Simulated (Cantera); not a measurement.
Cantera run, input and output.

```python
import numpy as np
import cantera as ct

gas = ct.Solution("h2o2.yaml")
gas.TPX = 998, 2666, {'H2': 0.012, 'O2': 1}
reactor = ct.IdealGasConstPressureReactor(gas, energy="off", clone=False)
net = ct.ReactorNet([reactor])
net.rtol, net.atol = 1e-08, 1e-18
show = ['H2', 'O2', 'HO2', 'OH', 'H2O']
times = np.geomspace(0.0003, 5, 12)

steps = ct.SolutionArray(gas, extra=["t"])
rows = []
print(f"{'t/s':>10s}{'T/K':>9s}{'P/Pa':>11s}" + "".join(f"{s:>11s}" for s in show))
for t in times:
    while net.time < t:
        t_next = net.step()
        steps.append(gas.state, t=t_next)
    rows.append([np.interp(t, steps.t, y) for y in (steps.T, steps.P, *steps(*show).X.T)])
    print(f"{t:10.3e}{rows[-1][0]:9.1f}{rows[-1][1]:11.4g}" + "".join(f"{x:11.3e}" for x in rows[-1][2:]))
rate = np.gradient(steps.T, steps.t)
print("integrator steps:", len(steps.t))
if steps.T.max() > steps.T[0] + 200:
    print(f"time of steepest temperature rise: {steps.t[rate.argmax()]:.4e} s")
gas.TPX = 998, 2666, {'H2': 0.012, 'O2': 1}
gas.equilibrate("TP")
print(f"equilibrium (TP): T = {gas.T:.1f} K  " + "  ".join(f"{s} {gas[s].X[0]:.3e}" for s in show))
```

It prints:

```
       t/s      T/K       P/Pa         H2         O2        HO2         OH        H2O
 3.000e-04    998.0       2666  1.186e-02  9.881e-01  6.645e-11  4.734e-11  2.863e-11
 7.260e-04    998.0       2666  1.186e-02  9.881e-01  1.668e-10  1.945e-10  2.615e-10
 1.757e-03    998.0       2666  1.186e-02  9.881e-01  5.170e-10  2.053e-09  4.393e-09
 4.251e-03    998.0       2666  1.186e-02  9.881e-01  2.875e-08  3.938e-07  9.244e-07
 1.029e-02    998.0       2666  2.592e-03  9.823e-01  8.136e-06  1.089e-03  8.052e-03
 2.490e-02    998.0       2666  5.404e-05  9.854e-01  3.407e-06  2.560e-04  1.165e-02
 6.025e-02    998.0       2666  1.106e-05  9.873e-01  1.750e-06  1.234e-04  1.184e-02
 1.458e-01    998.0       2666  2.338e-06  9.879e-01  7.644e-07  5.795e-05  1.189e-02
 3.528e-01    998.0       2666  4.352e-07  9.880e-01  2.737e-07  2.631e-05  1.191e-02
 8.538e-01    998.0       2666  7.969e-08  9.881e-01  8.436e-08  1.216e-05  1.192e-02
 2.066e+00    998.0       2666  1.601e-08  9.881e-01  2.484e-08  5.946e-06  1.193e-02
 5.000e+00    998.0       2666  3.812e-09  9.881e-01  7.678e-09  3.125e-06  1.193e-02
integrator steps: 1468
equilibrium (TP): T = 998.0 K  H2 6.090e-12  O2 9.881e-01  HO2 4.020e-10  OH 1.396e-07  H2O 1.193e-02
```

Detailed kinetics in Cantera: the H2/O2 subset of GRI-Mech 3.0, which has no nitrogen chemistry. Radical loss at walls, strong at low pressure, is not modelled.
